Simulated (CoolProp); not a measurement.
Model: reference Helmholtz-energy equation of state, Lemmon 2003, in CoolProp. It is a pseudo-pure fit of the blend.

Problem. For R507A, give the phase and the density (kg/m³), cv (kJ/(kg K)), isothermal compressibility (1/MPa), viscosity (µPa s) at 376.3 K and 0.347 MPa; 376.3 K and 2.43 MPa.

Solution. 
- 376.3 K and 0.347 MPa: gas; density 11.2, cv 0.914, isothermal compressibility 2.96, viscosity 15.4
- 376.3 K and 2.43 MPa: gas; density 94.9, cv 0.959, isothermal compressibility 0.519, viscosity 16.9

Viscosity comes from a separate model (Geller 2000).
